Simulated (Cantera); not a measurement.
Feed: 1 mol Si, 0.73 mol NF₃, at 750 K and 64.5 Torr.

Method: chemical equilibrium by Gibbs-energy minimisation in Cantera with the NASA 1993 tables (ideal gas, pure condensed phases). Candidate condensed phases: Si, Si₃N₄; 16 gas species. Equilibrium is a limit: real reactors are often held back by kinetics, nucleation or transport.

**Question.** What is the equilibrium state?

**Answer.** 
| Quantity | Value |
|---|---|
| x(SiF₄) | 0.896 |
| x(N₂) | 0.104 |
| n(Si₃N₄(s)) | 0.151 mol |
| gas amount | 0.6108 mol |
| log10 activity of Si(s) (absent) | -10.16 |
